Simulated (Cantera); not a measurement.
Adiabatic ignition

An adiabatic, constant-volume homogeneous reactor starts with 43.1 % H₂, 12.0 % O₂, 44.8 % N₂, 0.103 % NO, at 1000 K and 10.0 bar.

Cantera simulation using GRI-Mech 3.0 (53 species, 325 reactions); the numbers are that mechanism's predictions, not measurements. The hydrogen kinetics of GRI-Mech 3.0 are dated; newer H2 mechanisms differ, most at raised pressure. The mechanism lacks 2 NO + O2 → 2 NO2 and HONO, so NO2 and the effect of NO are under-described below about 1400 K.

```tsv
t (s)	T (K)	P (bar)	x H₂	x O₂	x NO	x H	x H₂O₂
2.00e-6	1000	10.0	0.431	0.120	0.00103	9.88e-11	4.97e-12
6.54e-6	1000	10.0	0.431	0.120	0.00103	2.65e-10	6.00e-11
2.14e-5	1000	10.0	0.431	0.120	0.00103	1.18e-9	8.61e-10
7.00e-5	1000	10.0	0.431	0.120	0.00103	1.97e-8	3.02e-8
0.000229	1019	10.2	0.430	0.119	0.000538	1.45e-6	4.85e-5
0.000749	2986	26.5	0.211	0.000109	0.000858	0.0136	2.41e-7
0.00245	2986	26.5	0.211	0.000109	0.000858	0.0136	2.41e-7
0.00801	2986	26.5	0.211	0.000109	0.000858	0.0136	2.41e-7
0.0262	2986	26.5	0.211	0.000109	0.000858	0.0136	2.41e-7
0.0857	2986	26.5	0.211	0.000109	0.000858	0.0136	2.41e-7
0.280	2986	26.5	0.211	0.000109	0.000858	0.0136	2.41e-7
0.917	2986	26.5	0.211	0.000109	0.000858	0.0136	2.41e-7
3.00	2986	26.5	0.211	0.000109	0.000858	0.0136	2.41e-7
```
x: mole fraction; the columns are a selection and need not sum to one.

```
Property                                                               Value
---------------------------------  -----------------------------------------
time of steepest temperature rise                                   0.465 ms
temperature at 3.00 s                                                 2986 K
equilibrium temperature                                               2986 K
x(H₂) at 3.00 s                          0.211 (gas-phase equilibrium 0.211)
x(O₂) at 3.00 s                    0.000109 (gas-phase equilibrium 0.000109)
x(NO) at 3.00 s                    0.000858 (gas-phase equilibrium 0.000858)
```
